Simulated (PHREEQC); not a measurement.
Na2HPO4 is added in steps, without added water, to 1 kg of water holding 2.1 mmol/kgw H2S, 0.073 mmol/kgw NH4HS and 140 mmol/kgw NaHS, at 25 °C. No oxygen is let in. CO2 from the air is kept out. No solid was allowed to form.

Base run: PHREEQC, ion-association model, phreeqc.dat. Each further column changes one thing. The table gives NaHPO4- (mol/kgw).

```csv
Na2HPO4 added (mol),base,Davies equation for every ion,all activity coefficients set to 1,database wateq4f.dat
0,0,0,0,0
0.0175,0.00161,0.00166,0.00429,0.00160
0.035,0.00352,0.00372,0.00968,0.00350
0.0525,0.00571,0.00620,0.0160,0.00568
0.06125,0.00691,0.00760,0.0194,0.00686
0.07875,0.00949,0.0107,0.0269,0.00942
0.09625,0.0123,0.0143,0.0350,0.0122
0.1138,0.0154,0.0183,0.0436,0.0152
0.1313,0.0186,0.0229,0.0528,0.0185
0.1487,0.0221,0.0279,0.0623,0.0219
0.1575,0.0239,0.0305,0.0673,0.0237
0.175,0.0277,0.0363,0.0774,0.0274
0.1925,0.0317,0.0425,0.0880,0.0313
0.21,0.0359,0.0492,0.0988,0.0355
```

 The polysulfide entries of wateq4f.dat were taken out for this run. H3PO4, which wateq4f.dat lacks, is added to it with the constant of phreeqc.dat. phreeqc.dat and wateq4f.dat share most of their constants, so their agreement is no independent check.
